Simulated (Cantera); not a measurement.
Input: 1 mol Cr, 0.24 mol N₂O, 120 mol H₂, at 100 Torr.

Method: chemical equilibrium by Gibbs-energy minimisation in Cantera with the NASA 1993 tables (ideal gas, pure condensed phases). Candidate condensed phases: Cr, CrN, Cr₂N, Cr₂O₃, H₂O; 29 gas species. The numbers say what is thermodynamically allowed, not how fast it happens.

### Question
What share of the Cr ends up in condensed phases as a function of T (°C), at 1600, 1625, 1650, 1675, 1700, 1725, 1750, 1775?

### Answer
```tsv
T (°C)	Cr condensed (%)	as
1600	77.5	Cr(s)
1625	69.1	Cr(s)
1650	57.8	Cr(s)
1675	43.0	Cr(s)
1700	23.4	Cr(s)
1725	0.0	-
1750	0.0	-
1775	0.0	-
```
